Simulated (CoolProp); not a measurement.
Vapour-liquid equilibrium of CH2F2 (R32) (1) + fluoroethane (R161) (2) at 0.826 MPa; x and y are mole fractions of (1).

The numbers come from the multi-fluid Helmholtz-energy mixture model, Tillner-Roth 1997 and Wu 2012; pair parameters Bell 2016 in CoolProp.

### Question
Give the bubble temperature and the first vapour's composition at x = 0.55, 0.85, 0.95. Is there an azeotrope?

### Answer
x = 0.55: 7.2 °C, y = 0.664; x = 0.85: 2.5 °C, y = 0.897; x = 0.95: 1.2 °C, y = 0.967. No azeotrope shows between x = 0.05 and 0.95.

Pair parameters are fitted to limited data, so mixtures are less certain than the pure fluids.
